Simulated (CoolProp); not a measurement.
Isohexane along the isobar 3.37 MPa: fugacity coefficient from the reference equation and from simpler models built on Tc = 497.7 K, pc = 3.043 MPa, ω = 0.280; each cubic takes its own stable root.

Values from CoolProp's reference Helmholtz-energy equation of state, Lemmon 2006. It is a short technical equation, of lower accuracy than the large ones.

| T (K) | phase | reference |
|---|---|---|
| 391.3 | liquid | 0.1409 |
| 405.8 | liquid | 0.1850 |
| 420.2 | liquid | 0.2360 |
| 434.6 | liquid | 0.2939 |
| 449 | liquid | 0.3581 |
| 463.5 | liquid | 0.4279 |
| 477.9 | liquid | 0.5009 |
| 492.3 | liquid | 0.5750 |
| 506.7 | supercritical | 0.6421 |
| 521.2 | supercritical | 0.6832 |
| 535.6 | supercritical | 0.7151 |
| 550 | supercritical | 0.7422 |

How far does each simpler model (van der Waals, Redlich-Kwong, Peng-Robinson) lie from the reference over these 12 states: mean and median of the absolute difference, and the worst?


- van der Waals: mean 36.0 %, median 21.6 %, worst +120.3 % at 391.3 K and 3.37 MPa
- Redlich-Kwong: mean 12.7 %, median 8.8 %, worst +38.3 % at 391.3 K and 3.37 MPa
- Peng-Robinson: mean 0.8 %, median 0.3 %, worst -2.2 % at 550 K and 3.37 MPa
